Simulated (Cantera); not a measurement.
A Cantera script and what it prints.

```python
import numpy as np
import cantera as ct

gas_names = """
    Cr CrO CrO2 CrO3 H HO2 H2 H2O H2O2 O OH O2 O3
""".split()
cond_names = """
    Cr(cr) Cr(L) Cr2O3(s) Cr2O3(L) H2O(s) H2O(L)
""".split()


# ... load() reads the species with a 1 bar reference pressure and builds the phases ...
atoms = {
    'Cr': {'Cr': 1},
    'O2': {'O': 2},
    'H2': {'H': 2},
}
top_T = {}  # K; cautious upper limits of use, not melting points


# ... equilibrate(T, P, feed) seeds the gas with the atoms and calls Mixture.equilibrate('TP', solver="vcs", rtol=1e-11, max_steps=5000) ...
results = []
feed = {'Cr': 1, 'O2': 2, 'H2': 7.7}  # mol
T = 2573  # K
P = 101325  # Pa
mix = equilibrate(T, P, feed)
results.append((T, P, feed, dict(zip(mix.species_names, mix.species_moles))))
x = sorted(zip(gas.X, gas.species_names), reverse=True)
print(f"T = {T:g} K  P = {P:g} Pa  gas = {mix.phase_moles(0):.4g} mol")
print("   x: " + "  ".join(f"{s} {v:.3e}" for v, s in x if v > 0.001))
print("   condensed (mol): " + ("  ".join(f"{mix.phase(i).name} {mix.phase_moles(i):.4g}"
      for i in range(1, mix.n_phases) if mix.phase_moles(i) > 1e-12) or "none"))
```

It prints:

```
T = 2573 K  P = 101325 Pa  gas = 7.944 mol
   x: H2 6.266e-01  H2O 3.276e-01  H 2.701e-02  Cr 9.295e-03  CrO 5.331e-03  OH 3.174e-03
   condensed (mol): Cr2O3(s) 0.4384
```

These are equilibrium values from Cantera (NASA tables, ideal gas, pure condensed phases), not measurements of a reactor.
